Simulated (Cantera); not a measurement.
An isothermal, constant-pressure homogeneous reactor starts with NH₃ : N₂ = 1 : 19 (molar parts), at 1825 K and 100.0 Torr.

Computed with Cantera and the gas-phase N/H chemistry of the illustrative SiF4/NH3 mechanism in the Surface Chemkin manual (1991). Walls and surfaces, which speed up NH3 decomposition in real reactors, are not modelled.

One state of this run: x NH₃ = 0.0431; x N₂H₂ = 1.91e-7; x N = 1.77e-7; x N₂H₄ = 3.51e-9; x H = 9.57e-6; x N₂ = 0.947. x: mole fraction; the columns are a selection and need not sum to one.

Which value of t (s) does it belong to?
A. 0.000533
B. 0.169
C. 3.00
D. 3.00e-5

B, 0.169
